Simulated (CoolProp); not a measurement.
Vapour-liquid equilibrium of n-heptane (1) + toluene (2) at 278.1 K; x and y are mole fractions of (1).

The numbers come from the multi-fluid Helmholtz-energy mixture model, Span 2003 and Lemmon 2006; pair parameters Bell 2016 in CoolProp.

Task: Give the bubble pressure and the first vapour's composition at x = 0.25, 0.65, 0.75. Is there an azeotrope?

Result: x = 0.25: 1.636 kPa, y = 0.412; x = 0.65: 1.931 kPa, y = 0.722; x = 0.75: 1.976 kPa, y = 0.795. No azeotrope shows between x = 0.05 and 0.95.

The pair parameters rest on a limited set of measurements; away from them the model extrapolates.
